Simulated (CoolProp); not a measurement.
Vapour-liquid equilibrium of dimethyl ether (1) + R236EA (2) at 129 kPa; x and y are mole fractions of (1).

Computed with CoolProp (multi-fluid Helmholtz-energy mixture model, Wu 2011 and Rui 2013; pair parameters Bell 2016).

Q: Give the bubble temperature and the first vapour's composition at x = 0.125, 0.275, 0.875. Is there an azeotrope?

A: x = 0.125: 11.4 °C, y = 0.158; x = 0.275: 9.3 °C, y = 0.382; x = 0.875: -15.2 °C, y = 0.987. No azeotrope shows between x = 0.05 and 0.95.

Pair parameters are fitted to limited data, so mixtures are less certain than the pure fluids.
